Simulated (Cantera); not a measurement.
**Thermodynamics of iron carbonyl, mercury and lead vapours, feed PbO + O2 + H2**

Charge: 1 mol PbO, 0.15 mol O2, 0.29 mol H2, held at 1.00 Torr.

Method: chemical equilibrium by Gibbs-energy minimisation in Cantera with the NASA 1993 tables (ideal gas, pure condensed phases). Candidate condensed phases: H2O, Pb, PbO, PbO2, Pb3O4; 12 gas species. Gases not in the tables: (PbO)n polymers. Equilibrium is a limit: real reactors are often held back by kinetics, nucleation or transport.

```csv
T (°C),log p H2O,log p PbO,log p Pb,log p O2,log p OH,n PbO(yellow),n PbO(l)
777,-2.88,-5.83,-7.69,-4.65,-8.47,1.000,0
852,-2.89,-4.92,-6.37,-4.65,-7.93,0.997,0
927,-2.91,-4.17,-5.26,-4.62,-7.46,0,0.983
1002,-3.01,-3.54,-4.40,-4.44,-7.05,0,0.901
1077,-3.55,-3.08,-3.83,-4.10,-6.87,0,0
1152,-3.56,-3.13,-3.68,-3.97,-6.51,0,0
1227,-3.57,-3.19,-3.57,-3.85,-6.19,0,0
```
log p: log10 of the partial pressure in bar; n: condensed amount in mol.

From 777 °C to 852 °C the condensed part is PbO(yellow). From 927 °C to 1002 °C the condensed part is PbO(l). From 1077 °C to 1227 °C nothing is condensed.
